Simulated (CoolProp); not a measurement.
Aqueous potassium acetate as a coolant, 21 % by mass, freezing at -12.1 °C, 1 atm.

Values from CoolProp's Melinder's fits for secondary coolants.

```
T (°C)  viscosity (mPa s)  density (kg/m³)  conductivity (W/(m K))  cp (kJ/(kg K))
------  -----------------  ---------------  ----------------------  --------------
-10.7                4.56             1116                   0.485           3.435
-4.8                 3.61             1115                   0.493           3.444
1.1                  2.93             1113                   0.502           3.454
7                    2.43             1111                   0.510           3.464
12.9                 2.05             1109                   0.518           3.473
18.8                 1.76             1107                   0.527           3.483
24.7                 1.54             1105                   0.535           3.492
30.6                 1.35             1103                   0.543           3.500
36.6                 1.20             1100                   0.551           3.509
```
